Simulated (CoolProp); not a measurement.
Vapour-liquid equilibrium of toluene (1) + ethylbenzene (2) at 483.1 K; x and y are mole fractions of (1).

Computed with CoolProp (multi-fluid Helmholtz-energy mixture model, Lemmon 2006 and Zhou 2012; pair parameters Bell 2016).

```json
[
 {"x": "0.05", "bubble pressure (bar)": "5.389", "y at the bubble point": "0.077", "dew pressure at overall composition x (bar)": "5.325", "liquid density (mol/L)": "6.444"},
 {"x": "0.125", "bubble pressure (bar)": "5.653", "y at the bubble point": "0.182", "dew pressure at overall composition x (bar)": "5.507", "liquid density (mol/L)": "6.499"},
 {"x": "0.2", "bubble pressure (bar)": "…", "y at the bubble point": "0.279", "dew pressure at overall composition x (bar)": "…", "liquid density (mol/L)": "6.556"},
 {"x": "0.275", "bubble pressure (bar)": "…", "y at the bubble point": "0.368", "dew pressure at overall composition x (bar)": "5.902", "liquid density (mol/L)": "6.613"},
 {"x": "0.35", "bubble pressure (bar)": "6.426", "y at the bubble point": "0.451", "dew pressure at overall composition x (bar)": "6.116", "liquid density (mol/L)": "6.672"},
 {"x": "0.425", "bubble pressure (bar)": "6.686", "y at the bubble point": "…", "dew pressure at overall composition x (bar)": "6.343", "liquid density (mol/L)": "6.731"},
 {"x": "0.5", "bubble pressure (bar)": "6.951", "y at the bubble point": "0.604", "dew pressure at overall composition x (bar)": "6.585", "liquid density (mol/L)": "6.791"},
 {"x": "0.575", "bubble pressure (bar)": "7.221", "y at the bubble point": "0.674", "dew pressure at overall composition x (bar)": "6.845", "liquid density (mol/L)": "6.852"},
 {"x": "0.65", "bubble pressure (bar)": "7.500", "y at the bubble point": "0.740", "dew pressure at overall composition x (bar)": "7.126", "liquid density (mol/L)": "6.913"},
 {"x": "0.725", "bubble pressure (bar)": "…", "y at the bubble point": "…", "dew pressure at overall composition x (bar)": "…", "liquid density (mol/L)": "6.974"},
 {"x": "0.8", "bubble pressure (bar)": "8.083", "y at the bubble point": "0.862", "dew pressure at overall composition x (bar)": "7.772", "liquid density (mol/L)": "7.034"},
 {"x": "0.875", "bubble pressure (bar)": "8.388", "y at the bubble point": "0.917", "dew pressure at overall composition x (bar)": "8.153", "liquid density (mol/L)": "7.095"},
 {"x": "0.95", "bubble pressure (bar)": "8.702", "y at the bubble point": "0.968", "dew pressure at overall composition x (bar)": "8.587", "liquid density (mol/L)": "7.154"}
]
```

Fill in the missing entries.


- 0.2, bubble pressure (bar): 5.913
- 0.2, dew pressure at overall composition x (bar): 5.700
- 0.275, bubble pressure (bar): 6.169
- 0.425, y at the bubble point: 0.530
- 0.725, bubble pressure (bar): 7.787
- 0.725, y at the bubble point: 0.803
- 0.725, dew pressure at overall composition x (bar): 7.433

No azeotrope shows between x = 0.05 and 0.95.

Pair parameters are fitted to limited data, so mixtures are less certain than the pure fluids.
